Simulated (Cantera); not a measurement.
An isothermal, constant-pressure homogeneous reactor starts with CH4 : N2 = 1 : 41 (molar parts), at 1625 K and 14.3 Torr. Integrator tolerance rtol = 1e-08.

Computed with Cantera and GRI-Mech 3.0 (53 species, 325 reactions). GRI-Mech 3.0 stops at C3 and has no aromatics, soot or wall deposition, so with more carbon than oxygen in the feed, carbon stays in small species such as C2H2 where larger ones or solid carbon would form. Radical loss at walls, strong at low pressure, is not modelled.

Task: What does this change do: N2 41 to 5.1 parts?

Result: 
```
quantity                                             before                                      after
-----------------  ----------------------------------------  -----------------------------------------
x(CH4) at 4.00 s    0.00139 (gas-phase equilibrium 1.15e-6)    0.00650 (gas-phase equilibrium 7.90e-5)
x(C2H6) at 4.00 s    1.13e-7 (gas-phase equilibrium <1e-12)   4.71e-7 (gas-phase equilibrium 1.58e-10)
x(CH2) at 4.00 s   9.66e-8 (gas-phase equilibrium 1.71e-10)    1.04e-7 (gas-phase equilibrium 1.93e-9)
x(C2H) at 4.00 s    8.13e-8 (gas-phase equilibrium 1.55e-8)    2.39e-7 (gas-phase equilibrium 1.33e-7)
x(C2H2) at 4.00 s    0.0109 (gas-phase equilibrium 0.00146)      0.0675 (gas-phase equilibrium 0.0308)
x(H) at 4.00 s      6.36e-5 (gas-phase equilibrium 9.62e-5)  0.000187 (gas-phase equilibrium 0.000237)
x(HCN) at 4.00 s     3.47e-6 (gas-phase equilibrium 0.0203)     1.39e-6 (gas-phase equilibrium 0.0791)
```

Task: What does this change do: pressure from 14.3 Torr to 90.0 Torr?

Result: 
```tsv
quantity	before	after
x(CH4) at 4.00 s	0.00139 (gas-phase equilibrium 1.15e-6)	0.000511 (gas-phase equilibrium 7.30e-6)
x(C2H6) at 4.00 s	1.13e-7 (gas-phase equilibrium <1e-12)	2.79e-8 (gas-phase equilibrium 8.16e-12)
x(CH2) at 4.00 s	9.66e-8 (gas-phase equilibrium 1.71e-10)	1.12e-8 (gas-phase equilibrium 1.71e-10)
x(C2H) at 4.00 s	8.13e-8 (gas-phase equilibrium 1.55e-8)	4.65e-8 (gas-phase equilibrium 6.16e-9)
x(C2H2) at 4.00 s	0.0109 (gas-phase equilibrium 0.00146)	0.0114 (gas-phase equilibrium 0.00146)
x(H) at 4.00 s	6.36e-5 (gas-phase equilibrium 9.62e-5)	3.64e-5 (gas-phase equilibrium 3.83e-5)
x(HCN) at 4.00 s	3.47e-6 (gas-phase equilibrium 0.0203)	2.77e-6 (gas-phase equilibrium 0.0203)
```
